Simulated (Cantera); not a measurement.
What does this Cantera script print?

```python
import numpy as np
import cantera as ct

gas_names = """
    CL CLO CL2 Fe FeCL FeCL2 FeCL3 FeO Fe2CL4 Fe2CL6 O O2 O3
""".split()
cond_names = """
    Fe(a) Fe(c) Fe(d) Fe(L) FeCL2(s) FeCL2(L) FeCL3(s) FeCL3(L) FeO(s) FeO(L) Fe2O3(s) Fe3O4(s)
""".split()


# ... load() reads the species with a 1 bar reference pressure and builds the phases ...
atoms = {
    'Fe2O3': {'Fe': 2, 'O': 3},
    'Cl2': {'CL': 2},
    'O2': {'O': 2},
}
top_T = {'Fe2O3(s)': 1830, 'Fe3O4(s)': 1870}  # K; cautious upper limits of use, not melting points


# ... equilibrate(T, P, feed) seeds the gas with the atoms and calls Mixture.equilibrate('TP', solver="vcs", rtol=1e-11, max_steps=5000) ...
results = []
feed = {'Fe2O3': 1, 'Cl2': 14, 'O2': 3.6}  # mol
P = 13332.2  # Pa
for T in [600, 700, 800, 900, 1000, 1100, 1200, 1300, 1400, 1500, 1600, 1700, 1800]:
    mix = equilibrate(T, P, feed)
    results.append((T, P, feed, dict(zip(mix.species_names, mix.species_moles))))

top = {s: max(r[3][s] / sum(r[3][g] for g in gas_names) for r in results) for s in gas_names}
cols = sorted((s for s in top if top[s] > 0.001), key=lambda s: -top[s])[:8]
seen = [c for c in cond_names if any(r[3].get(c, 0) > 1e-12 for r in results)]
print("log10 of partial pressures in bar; condensed amounts in mol")
print(f"{'T/K':>10s}" + "".join(f"{s[:9]:>10s}" for s in cols + seen))
for T, P, feed, n in results:
    ng = sum(n[g] for g in gas_names)
    print(f"{T:10.4g}" + "".join(f"{np.log10(max(n[s] / ng * P / 1e5, 1e-99)):10.3f}" for s in cols)
          + "".join(f"{n.get(c, 0):10.4g}" for c in seen))
```

Result:

```
log10 of partial pressures in bar; condensed amounts in mol
       T/K       CL2        CL        O2     FeCL3     FeCL2       CLO  Fe2O3(s)
       600    -0.974    -8.196    -1.564    -8.018   -13.841    -9.423         1
       700    -0.974    -6.667    -1.564    -6.093   -10.534    -8.161    0.9999
       800    -0.975    -5.516    -1.564    -4.673    -8.079    -7.214    0.9986
       900    -0.976    -4.619    -1.561    -3.593    -6.195    -6.476     0.983
      1000    -0.987    -3.904    -1.546    -2.771    -4.726    -5.883    0.8857
      1100    -1.027    -3.333    -1.495    -2.184    -3.594    -5.394    0.5411
      1200    -1.096    -2.873    -1.430    -1.885    -2.825    -4.993         0
      1300    -1.103    -2.458    -1.436    -1.947    -2.514    -4.659         0
      1400    -1.121    -2.107    -1.447    -2.050    -2.292    -4.380         0
      1500    -1.155    -1.811    -1.464    -2.196    -2.148    -4.152         0
      1600    -1.216    -1.567    -1.488    -2.383    -2.065    -3.972         0
      1700    -1.312    -1.373    -1.520    -2.606    -2.027    -3.841         0
      1800    -1.454    -1.227    -1.556    -2.858    -2.020    -3.755         0
```

Method: chemical equilibrium by Gibbs-energy minimisation in Cantera with the NASA 1993 tables (ideal gas, pure condensed phases). Condensed phases not in the tables: FeOCl.
